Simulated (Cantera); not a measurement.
A closed system holds: 1 mol Al₂O₃, 0.46 mol H₂, held at 1.10 mbar.

Method: chemical equilibrium by Gibbs-energy minimisation in Cantera with the NASA 1993 tables (ideal gas, pure condensed phases). Candidate condensed phases: Al, Al₂O₃, H₂O; 19 gas species. Rates play no part.

Problem. Which condensed phases are stable at each of these points (T (°C)): 677, 827, 977, 1127, 1277, 1427, 1577, 1727, 1877, 2027, 2177, 2327?

Solution. 
```tsv
T (°C)	condensed phases	Al condensed (%)
677	Al₂O₃(s)	100.0
827	Al₂O₃(s)	100.0
977	Al₂O₃(s)	100.0
1127	Al₂O₃(s)	100.0
1277	Al₂O₃(s)	100.0
1427	Al₂O₃(s)	100.0
1577	Al₂O₃(s)	100.0
1727	Al₂O₃(s)	100.0
1877	Al₂O₃(s)	99.9
2027	Al₂O₃(s)	99.7
2177	Al₂O₃(l)	99.3
2327	Al₂O₃(l)	97.9
```

From 677 °C to 2027 °C the condensed part is Al₂O₃(s). From 2177 °C to 2327 °C the condensed part is Al₂O₃(l).
